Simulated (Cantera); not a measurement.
An adiabatic, constant-pressure homogeneous reactor starts with 14.1 % CO, 1.19 % H₂, 17.8 % O₂, 66.9 % N₂, equivalence ratio 0.43, at 1398 K and 2.40 bar.

Computed with Cantera and GRI-Mech 3.0 (53 species, 325 reactions). The hydrogen kinetics of GRI-Mech 3.0 are dated; newer H2 mechanisms differ, most at raised pressure.

x: mole fraction; the columns are a selection and need not sum to one.

| t (s) | T (K) | x CO | x H₂ | x O₂ | x CO₂ | x NO | x HO₂ |
|---|---|---|---|---|---|---|---|
| 4.00e-6 | 1398 | 0.141 | 0.0119 | 0.178 | 3.74e-7 | <1e-12 | 7.54e-8 |
| 1.72e-5 | 1399 | 0.141 | 0.0114 | 0.177 | 0.000304 | 1.76e-10 | 4.13e-5 |
| 7.39e-5 | 1916 | 0.0584 | 0.000610 | 0.122 | 0.0875 | 2.69e-5 | 1.89e-5 |
| 0.000317 | 2347 | ? | ? | 0.114 | ? | ? | ? |
| 0.00136 | 2459 | 0.00880 | 0.000112 | 0.111 | 0.143 | 0.00156 | 3.29e-6 |
| 0.00586 | 2456 | 0.00826 | 0.000106 | 0.109 | 0.144 | 0.00534 | 3.23e-6 |
| 0.0252 | 2445 | 0.00790 | 0.000102 | 0.105 | 0.144 | 0.0122 | 3.07e-6 |
| 0.108 | 2442 | 0.00781 | 0.000101 | 0.104 | 0.144 | 0.0139 | 3.03e-6 |
| 0.465 | 2442 | 0.00781 | 0.000101 | 0.104 | 0.144 | 0.0139 | 3.03e-6 |
| 2.00 | 2442 | 0.00781 | 0.000101 | 0.104 | 0.144 | 0.0139 | 3.03e-6 |

Task: Fill in the missing entries.

Result: 
- 0.000317, x CO: 0.0201
- 0.000317, x H₂: 0.000252
- 0.000317, x CO₂: 0.130
- 0.000317, x NO: 0.000344
- 0.000317, x HO₂: 3.72e-6
